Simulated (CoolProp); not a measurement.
Values from CoolProp's reference Helmholtz-energy equation of state, de Reuck 1990.

**Question.** Give the vapour pressure (kPa), liquid density (kg/m³), vapour density (kg/m³), liquid cp (kJ/(kg K)) of saturated fluorine at -158.15 °C.

**Answer.** 
| T (°C) | p (kPa) | liquid density (kg/m³) | vapour density (kg/m³) | liquid cp (kJ/(kg K)) |
|---|---|---|---|---|
| -158.15 | 1220 | 1260 | 59.4 | 1.75 |
